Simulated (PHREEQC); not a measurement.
Solution (35 °C): 0.03 mol H2SO4 and 0.018 mol MgCl2 per kg of water. Closed to the air; pH follows from the charge balance.

Computed with PHREEQC (ion-association model, phreeqc.dat).

No solid was allowed to form.

Q: Order these S species by the share of S that they hold, largest first: MgSO4, HSO4-, SO4-2.

A: HSO4- (57 %), SO4-2 (27 %), MgSO4 (16 %)

The pH is 1.45 and the ionic strength 0.0904 mol/kgw. Species that the database lacks are ignored.
